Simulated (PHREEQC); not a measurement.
Solution (25 °C): 0.0045 mol/kgw TMAH. It is in equilibrium with CO2 at log p = -3.5 (atm). Otherwise closed; pH follows from the charge balance.

Equilibrium calculation in PHREEQC: ion-association model, phreeqc.dat.

| quantity | before | after |
|---|---|---|
| pH | 8.90 | 8.83 |
| ionic strength (mol/kgw) | 0.00469 | 0.00462 |
| HCO3- (mol/kgw) | 0.00411 | 0.00426 |
| CO3-2 (mol/kgw) | 0.000191 | 0.000116 |
| CO2 (mol/kgw) | 1.08e-5 | 1.70e-5 |

### Question
Name the change that produced these shifts.
A) TMAH from 0.0045 to 0.045 mol/kgw
B) 0.00071 mol/kgw LiOH added
C) temperature from 25 to 10 °C
D) TMAH replaced by (CH3)4NCl at the same molality
E) TMAH replaced by (CH3)4NF at the same molality

### Answer
C, temperature from 25 to 10 °C

No solid was allowed to form. (CH3)4N+ isn't in the database: it is added as a free cation with an ion size of 4 Å. At this temperature some constants are extrapolated from 25 °C, and those without enthalpy data are left unchanged.
